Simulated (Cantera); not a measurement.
Input: 1 mol SiC, 0.01 mol O2, 19 mol H2, held at 1525 K and 1 atm.

Equilibrium computed with Cantera from the NASA thermochemical tables; the gas is ideal and each condensed phase is pure. Candidate condensed phases: C, C6H6, C7H8, C8H18, H2O, Si, SiC, SiO2; 123 gas species. Mutual solubility and eutectic melting of coexisting phases are not modelled. The tables hold silica as quartz up to 1696 K and as liquid above; real silica turns to tridymite and cristobalite and melts near 1996 K. Rates play no part.

Question: What is the equilibrium state?

Answer: 
* **x(H2)**: 0.999
* **x(CO)**: 0.000376
* **x(SiO)**: 0.000318
* **x(CH4)**: 0.000117
* **x(H)**: 2.35e-5
* **x(H2O)**: 1.08e-5
* **n(SiC(s))**: 0.991 mol
* **n(SiO2(β-quartz))**: 0.00330 mol
* **gas amount**: 19.01 mol
* **log10 activity of Si(s) (absent)**: -0.80
* **log10 activity of C(graphite) (absent)**: -1.30
